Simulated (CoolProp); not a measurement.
Model: reference Helmholtz-energy equation of state, McLinden 2015, in CoolProp.

For the fluoroketone C6F12O (FK-5-1-12), give the phase and the density (kg/m³), isothermal compressibility (1/MPa), fugacity coefficient at 500 K and 1730 kPa.


- 500 K and 1730 kPa: gas; density 169, isothermal compressibility 0.758, fugacity coefficient 0.810
